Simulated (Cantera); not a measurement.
A Cantera script and what it prints.

```python
import numpy as np
import cantera as ct

gas_names = """
    CL CL2 H HCL H2 Si SiCL SiCL2 SiCL3 SiCL4 SiH SiHCL3 SiH2 SiH2CL2 SiH3 SiH3CL SiH4 Si2 Si3
""".split()
cond_names = """
    Si(cr) Si(L)
""".split()


# ... load() reads the species with a 1 bar reference pressure and builds the phases ...
atoms = {
    'SiCl4': {'Si': 1, 'CL': 4},
    'HCl': {'H': 1, 'CL': 1},
    'H2': {'H': 2},
}
top_T = {}  # K; cautious upper limits of use, not melting points


# ... equilibrate(T, P, feed) seeds the gas with the atoms and calls Mixture.equilibrate('TP', solver="vcs", rtol=1e-11, max_steps=5000) ...
results = []
feed = {'SiCl4': 1, 'HCl': 1.7, 'H2': 13}  # mol
P = 150000  # Pa
for T in [1000, 1050, 1100, 1150, 1200, 1250, 1300, 1350, 1400, 1450, 1500]:
    mix = equilibrate(T, P, feed)
    results.append((T, P, feed, dict(zip(mix.species_names, mix.species_moles))))
    x = sorted(zip(gas.X, gas.species_names), reverse=True)
    print(f"T = {T:g} K  P = {P:g} Pa  gas = {mix.phase_moles(0):.4g} mol")
    print("   x: " + "  ".join(f"{s} {v:.3e}" for v, s in x if v > 0.001))
    print("   condensed (mol): " + ("  ".join(f"{mix.phase(i).name} {mix.phase_moles(i):.4g}"
          for i in range(1, mix.n_phases) if mix.phase_moles(i) > 1e-12) or "none"))
```

Output:

```
T = 1000 K  P = 150000 Pa  gas = 15.7 mol
   x: H2 8.248e-01  HCL 1.115e-01  SiCL4 6.047e-02  SiHCL3 3.152e-03
   condensed (mol): none
T = 1050 K  P = 150000 Pa  gas = 15.7 mol
   x: H2 8.234e-01  HCL 1.130e-01  SiCL4 5.905e-02  SiHCL3 4.468e-03
   condensed (mol): none
T = 1100 K  P = 150000 Pa  gas = 15.7 mol
   x: H2 8.215e-01  HCL 1.148e-01  SiCL4 5.724e-02  SiHCL3 6.041e-03
   condensed (mol): none
T = 1150 K  P = 150000 Pa  gas = 15.71 mol
   x: H2 8.192e-01  HCL 1.171e-01  SiCL4 5.498e-02  SiHCL3 7.808e-03
   condensed (mol): none
T = 1200 K  P = 150000 Pa  gas = 15.71 mol
   x: H2 8.162e-01  HCL 1.201e-01  SiCL4 5.219e-02  SiHCL3 9.647e-03  SiCL3 1.284e-03
   condensed (mol): none
T = 1250 K  P = 150000 Pa  gas = 15.73 mol
   x: H2 8.124e-01  HCL 1.241e-01  SiCL4 4.874e-02  SiHCL3 1.136e-02  SiCL3 2.318e-03
   condensed (mol): none
T = 1300 K  P = 150000 Pa  gas = 15.76 mol
   x: H2 8.073e-01  HCL 1.293e-01  SiCL4 4.449e-02  SiHCL3 1.265e-02  SiCL3 3.833e-03  SiCL2 1.960e-03
   condensed (mol): none
T = 1350 K  P = 150000 Pa  gas = 15.81 mol
   x: H2 8.004e-01  HCL 1.363e-01  SiCL4 3.934e-02  SiHCL3 1.323e-02  SiCL3 5.778e-03  SiCL2 4.234e-03
   condensed (mol): none
T = 1400 K  P = 150000 Pa  gas = 15.89 mol
   x: H2 7.918e-01  HCL 1.453e-01  SiCL4 3.341e-02  SiHCL3 1.289e-02  SiCL2 7.961e-03  SiCL3 7.915e-03
   condensed (mol): none
T = 1450 K  P = 150000 Pa  gas = 15.99 mol
   x: H2 7.817e-01  HCL 1.558e-01  SiCL4 2.704e-02  SiCL2 1.315e-02  SiHCL3 1.169e-02  SiCL3 9.865e-03
   condensed (mol): none
T = 1500 K  P = 150000 Pa  gas = 16.1 mol
   x: H2 7.708e-01  HCL 1.671e-01  SiCL4 2.076e-02  SiCL2 1.939e-02  SiCL3 1.126e-02  SiHCL3 9.918e-03
   condensed (mol): none
```

Method: chemical equilibrium by Gibbs-energy minimisation in Cantera with the NASA 1993 tables (ideal gas, pure condensed phases). The tables' values for SiCl3 are old estimates; treat these amounts as uncertain.
